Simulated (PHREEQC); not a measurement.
**Metal-bearing waste water: speciation**

A solution holds 70 mmol/kgw ZnSO4, 0.48 mmol/kgw CaCl2, 1.9 mmol/kgw NaF and 0.04 mmol/kgw NaCl, at 90 °C. Closed to the air; pH follows from the charge balance.

Model: ion-association model, phreeqc.dat, run in PHREEQC.

No solid was allowed to form.

### Question
Predict the pH, ionic strength, density.

### Answer
pH 5.09; ionic strength 0.143 mol/kgw; density 0.976 g/cm³.

### Question
In which forms is Zn present?

### Answer
Zn+2 50 %, ZnSO4 42 %, Zn(SO4)2-2 7.1 %, ZnF+ 0.6 % of the Zn.

Examples of supersaturated solids here: Fluorite. Others may be too. Complexes and solids missing from the database can't appear. Away from 25 °C the constants follow the database's enthalpies or fits; those with neither stay at their 25 °C values.
